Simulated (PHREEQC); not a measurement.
A solution holds 0.26 mol KOH, 2.8e-06 mol H4SiO4 and 0.14 mol K3PO4 per kg of water, at 25 °C. Closed to the air; pH follows from the charge balance.

Computed with PHREEQC (ion-association model, wateq4f.dat).

No solid was allowed to form.

Problem. Predict the pH.

Solution. pH 13.18.

Problem. In which forms is P present?

Solution. PO4-3 98 %, HPO4-2 1.5 % of the P.

Caution: at this ionic strength the ion-association model is outside its range; a Pitzer model would be the better tool where its parameters exist. H3PO4, which wateq4f.dat lacks, is added to it with the constant of phreeqc.dat.
